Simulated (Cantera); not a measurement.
## Adiabatic ignition

An adiabatic, constant-pressure homogeneous reactor starts with CH4 : O2 : N2 : CO2 = 1 : 1.25 : 4.7 : 0.31 (molar parts), equivalence ratio 1.6, at 1048 K and 760 Torr.

Computed with Cantera and GRI-Mech 3.0 (53 species, 325 reactions).

```
t (s)     T (K)     x CH4     x O2   x CO2      x H2      x CO    x NO2
--------  -----  --------  -------  ------  --------  --------  -------
7.00e-6    1048     0.138    0.172  0.0427    <1e-12    <1e-12   <1e-12
1.74e-5    1048     0.138    0.172  0.0427    <1e-12    <1e-12   <1e-12
4.35e-5    1048     0.138    0.172  0.0427  1.96e-12    <1e-12   <1e-12
0.000108   1048     0.138    0.172  0.0427  7.56e-12    <1e-12   <1e-12
0.000270   1048     0.138    0.172  0.0427  3.60e-11    <1e-12   <1e-12
0.000673   1048     0.138    0.172  0.0427  2.16e-10    <1e-12   <1e-12
0.00168    1048     0.138    0.172  0.0427   1.65e-9  1.22e-11   <1e-12
0.00418    1048     0.138    0.172  0.0427   1.67e-8  2.53e-10   <1e-12
0.0104     1048     0.138    0.172  0.0427   1.68e-7   7.12e-9   <1e-12
0.0259     1048     0.138    0.172  0.0427   8.39e-7   1.24e-7   <1e-12
0.0646     1048     0.138    0.172  0.0427   3.23e-6   1.24e-6   <1e-12
0.161      1049     0.138    0.172  0.0427   1.56e-5   1.20e-5   <1e-12
0.401      1053     0.137    0.171  0.0427  0.000158  0.000192   <1e-12
1.00       2310  1.87e-12  2.83e-5  0.0491    0.0722     0.114  2.07e-9
```
x: mole fraction; the columns are a selection and need not sum to one.

- time of steepest temperature rise = 0.664 s
- temperature at 1.00 s = 2310 K
- equilibrium temperature = 2310 K
- x(CH4) at 1.00 s = 1.87e-12 (gas-phase equilibrium 2.12e-12)
- x(O2) at 1.00 s = 2.83e-5 (gas-phase equilibrium 2.83e-5)
- x(CO2) at 1.00 s = 0.0491 (gas-phase equilibrium 0.0491)
